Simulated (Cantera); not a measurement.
Equilibrium for sublimation and decomposition of ceramics: AlN + C + N2

Input: 1 mol AlN, 0.53 mol C, 0.28 mol N2, at 2348 K and 0.750 Torr.

These are equilibrium values from Cantera (NASA tables, ideal gas, pure condensed phases), not measurements of a reactor. Candidate condensed phases: Al, AlN, C; 16 gas species. Equilibrium is a limit: real reactors are often held back by kinetics, nucleation or transport.

- x(Al) = 0.562
- x(N2) = 0.438
- x(CN) = 0.000562
- x(C3) = 3.99e-5
- x(Al2) = 2.05e-5
- x(C) = 1.80e-5
- x(C2N2) = 1.29e-5
- x(C2) = 3.57e-6
- x(AlC) = 2.37e-6
- n(C(graphite)) = 0.529 mol
- gas amount = 1.781 mol
- log10 activity of Al(l) (absent) = -2.20
